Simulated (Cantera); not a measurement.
A closed system holds: 1 mol MgO, 0.91 mol Br2, a varied amount of H2, at 900 K and 24.0 Torr.

These are equilibrium values from Cantera (NASA tables, ideal gas, pure condensed phases), not measurements of a reactor. Candidate condensed phases: Br2, H2O, Mg, MgBr2, MgO, Mg(OH)2; 20 gas species. The numbers say what is thermodynamically allowed, not how fast it happens.

Question: Which condensed phases are stable at each of these points (n(H2) (mol)): 0.1, 0.15, 0.21, 0.31, 0.45, 0.64, 0.93, 1.3, 1.9, 2.8, 4, 5.8, 8.3?

Answer: 
```tsv
n(H2) (mol)	condensed phases	Mg condensed (%)
0.1	MgO(s)	99.9
0.15	MgO(s)	99.8
0.21	MgO(s)	99.7
0.31	MgO(s)	99.5
0.45	MgO(s)	99.3
0.64	MgO(s)	99.1
0.93	MgBr2(s) + MgO(s)	98.7
1.3	MgO(s)	98.7
1.9	MgO(s)	98.7
2.8	MgO(s)	98.7
4	MgO(s)	98.7
5.8	MgO(s)	98.7
8.3	MgO(s)	98.7
```

From 0.1 mol H2 to 0.64 mol H2 the condensed part is MgO(s). At 0.93 mol H2 the condensed part is MgBr2(s) + MgO(s). From 1.3 mol H2 to 8.3 mol H2 the condensed part is MgO(s).
